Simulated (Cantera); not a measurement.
A perfectly stirred reactor is fed with 9.37 % CH3OH, 14.2 % O2, 74.0 % N2, 2.34 % H2O, equivalence ratio 0.99, at 1.00 atm; it is adiabatic with a 775 K inlet, and is followed from long to short residence time, starting on the burning branch (τ in s: 0.41, 0.14, 0.045, 0.015, 0.0048, 0.0016, 0.00052, 0.00017, 5.6e-05, 1.9e-05).

Model: GRI-Mech 3.0 (53 species, 325 reactions), integrated in Cantera. GRI-Mech 3.0 was tuned for natural gas; its chemistry of methanol as a main component is partial and can be far from experiment.

Question: Predict: blow-out, bracketed by the residence times tried; x(CH3OH) at τ = 0.410 s; x(O2) at τ = 0.410 s; x(H2O) at τ = 0.410 s; x(HCO) at τ = 0.410 s; x(CH3OH) at τ = 1.60 ms; x(O2) at τ = 1.60 ms; x(H2O) at τ = 1.60 ms; x(HCO) at τ = 1.60 ms.

Answer: 
| Item | Value |
|---|---|
| blow-out, bracketed by the residence times tried | burning at 56.0 µs, out at 19.0 µs |
| x(CH3OH) at τ = 0.410 s | 2.54e-7 |
| x(O2) at τ = 0.410 s | 0.00604 |
| x(H2O) at τ = 0.410 s | 0.195 |
| x(HCO) at τ = 0.410 s | 8.97e-9 |
| x(CH3OH) at τ = 1.60 ms | 1.78e-5 |
| x(O2) at τ = 1.60 ms | 0.0161 |
| x(H2O) at τ = 1.60 ms | 0.180 |
| x(HCO) at τ = 1.60 ms | 2.12e-6 |
